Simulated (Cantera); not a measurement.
A closed system holds: 1 mol Ti, 3.3 mol CH₄, held at 100000 Pa.

These are equilibrium values from Cantera (NASA tables, ideal gas, pure condensed phases), not measurements of a reactor. Candidate condensed phases: C, C₆H₆, C₇H₈, C₈H₁₈, Ti, TiC; 77 gas species. TiC: taken at fixed stoichiometry. Equilibrium is a limit: real reactors are often held back by kinetics, nucleation or transport.

x: gas mole fraction; n: condensed amount in mol.

```tsv
T (°C)	x H₂	x CH₄	x H	x C₂H₂ (acetylene)	x CH₃	x C₂H₄	n C(graphite)	n TiC(s)
727	0.919	0.0807	2.18e-9	1.05e-9	3.30e-9	5.00e-7	1.81	1.00
877	0.978	0.0224	7.38e-8	3.78e-8	3.16e-8	1.02e-6	2.16	1.00
1027	0.992	0.00774	1.10e-6	5.72e-7	1.69e-7	1.63e-6	2.25	1.00
1177	0.997	0.00328	9.44e-6	4.86e-6	6.26e-7	2.32e-6	2.28	1.00
1327	0.998	…	…	…	…	…	2.29	1.00
1477	0.999	…	…	…	…	…	2.29	1.00
1627	0.998	0.000560	0.000793	0.000381	8.91e-6	4.62e-6	2.29	1.00
1777	0.996	0.000370	0.00226	0.00106	1.65e-5	5.40e-6	2.28	1.00
1927	0.992	0.000258	0.00561	0.00254	2.80e-5	6.15e-6	2.26	1.00
```

Task: Fill in the missing entries.

Result: 
- 1477, x CH₄: 0.000911
- 1477, x H: 0.000232
- 1477, x C₂H₂ (acetylene): 0.000115
- 1477, x CH₃: 4.30e-6
- 1477, x C₂H₄: 3.83e-6
- 1327, x CH₄: 0.00163
- 1327, x H: 5.43e-5
- 1327, x C₂H₂ (acetylene): 2.75e-5
- 1327, x CH₃: 1.80e-6
- 1327, x C₂H₄: 3.06e-6
